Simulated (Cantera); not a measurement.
Charge: 1 mol AlCl₃, 2.2 mol N₂O, 340 mol N₂, at 10.0 mbar.

Equilibrium computed with Cantera from the NASA thermochemical tables; the gas is ideal and each condensed phase is pure. Candidate condensed phases: Al, AlCl₃, AlN, Al₂O₃; 24 gas species. Kinetics and transport are ignored.

Problem. At 1825 K, list the 4 most abundant gas species with their mole fractions, and the condensed phases.

Solution. N₂ 0.990, Cl 0.00867, O₂ 0.000831, NO 0.000319. Condensed: Al₂O₃(s).
